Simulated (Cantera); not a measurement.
Input (Python, Cantera) and output of one run.

```python
import numpy as np
import cantera as ct

gas_names = """
    CL CL2 H HCL H2 Si SiCL SiCL2 SiCL3 SiCL4 SiH SiHCL3 SiH2 SiH2CL2 SiH3 SiH3CL SiH4 Si2 Si3
""".split()
cond_names = """
    Si(cr) Si(L)
""".split()


# ... load() reads the species with a 1 bar reference pressure and builds the phases ...
atoms = {
    'Si': {'Si': 1},
    'Cl2': {'CL': 2},
    'H2': {'H': 2},
}
top_T = {}  # K; cautious upper limits of use, not melting points


# ... equilibrate(T, P, feed) seeds the gas with the atoms and calls Mixture.equilibrate('TP', solver="gibbs", rtol=1e-10, max_steps=50000) ...
results = []
feed = {'Si': 1, 'Cl2': 0.87, 'H2': 3.4}  # mol
P = 12000  # Pa
for T in [1373, 1398, 1423, 1448, 1473, 1498, 1523, 1548, 1573, 1598, 1623, 1648, 1673]:
    mix = equilibrate(T, P, feed)
    results.append((T, P, feed, dict(zip(mix.species_names, mix.species_moles))))

top = {s: max(r[3][s] / sum(r[3][g] for g in gas_names) for r in results) for s in gas_names}
cols = sorted((s for s in top if top[s] > 1e-06), key=lambda s: -top[s])[:5]
seen = [c for c in cond_names if any(r[3].get(c, 0) > 1e-12 for r in results)]
print("log10 of partial pressures in bar; condensed amounts in mol")
print(f"{'T/K':>10s}" + "".join(f"{s[:9]:>10s}" for s in cols + seen))
for T, P, feed, n in results:
    ng = sum(n[g] for g in gas_names)
    print(f"{T:10.4g}" + "".join(f"{np.log10(max(n[s] / ng * P / 1e5, 1e-99)):10.3f}" for s in cols)
          + "".join(f"{n.get(c, 0):10.4g}" for c in seen))
```

It prints:

```
log10 of partial pressures in bar; condensed amounts in mol
       T/K        H2       HCL     SiCL2     SiCL4     SiCL3    Si(cr)
      1373    -1.038    -1.824    -2.151    -2.525    -2.671    0.5433
      1398    -1.042    -1.803    -2.095    -2.622    -2.674    0.5346
      1423    -1.046    -1.786    -2.047    -2.729    -2.687    0.5259
      1448    -1.050    -1.773    -2.008    -2.844    -2.708    0.5175
      1473    -1.052    -1.762    -1.975    -2.966    -2.738    0.5098
      1498    -1.055    -1.754    -1.948    -3.094    -2.773    0.5028
      1523    -1.057    -1.748    -1.926    -3.225    -2.813    0.4967
      1548    -1.058    -1.744    -1.908    -3.359    -2.857    0.4913
      1573    -1.059    -1.741    -1.894    -3.493    -2.903    0.4866
      1598    -1.060    -1.739    -1.882    -3.627    -2.951    0.4825
      1623    -1.061    -1.738    -1.872    -3.761    -3.000    0.4789
      1648    -1.061    -1.738    -1.864    -3.892    -3.050    0.4757
      1673    -1.062    -1.738    -1.857    -4.022    -3.099    0.4728
```

Equilibrium computed with Cantera from the NASA thermochemical tables; the gas is ideal and each condensed phase is pure. The tables' values for SiCl3, SiCl are old estimates; treat these amounts as uncertain.
